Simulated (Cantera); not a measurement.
A perfectly stirred reactor is fed with 27.0 % CH4, 73.0 % N2, at 0.0140 bar; it is held at 1875 K, and followed from long to short residence time.

Detailed kinetics in Cantera: GRI-Mech 3.0 (53 species, 325 reactions). GRI-Mech 3.0 stops at C3 and has no aromatics, soot or wall deposition, so with more carbon than oxygen in the feed, carbon stays in small species such as C2H2 where larger ones or solid carbon would form. Radical loss at walls, strong at low pressure, is not modelled.

Task: Predict: x(CH4) at τ = 6.30 s; x(C2H6) at τ = 6.30 s; x(C2H4) at τ = 6.30 s; x(C2H) at τ = 6.30 s; x(H2) at τ = 6.30 s; x(CH4) at τ = 16.0 ms; x(C2H6) at τ = 16.0 ms; x(C2H4) at τ = 16.0 ms; x(C2H) at τ = 16.0 ms; x(H2) at τ = 16.0 ms.

Result: 
- x(CH4) at τ = 6.30 s = 0.00421
- x(C2H6) at τ = 6.30 s = 2.25e-7
- x(C2H4) at τ = 6.30 s = 2.39e-5
- x(C2H) at τ = 6.30 s = 7.01e-6
- x(H2) at τ = 6.30 s = 0.313
- x(CH4) at τ = 16.0 ms = 0.161
- x(C2H6) at τ = 16.0 ms = 4.88e-5
- x(C2H4) at τ = 16.0 ms = 0.00715
- x(C2H) at τ = 16.0 ms = 9.28e-7
- x(H2) at τ = 16.0 ms = 0.119
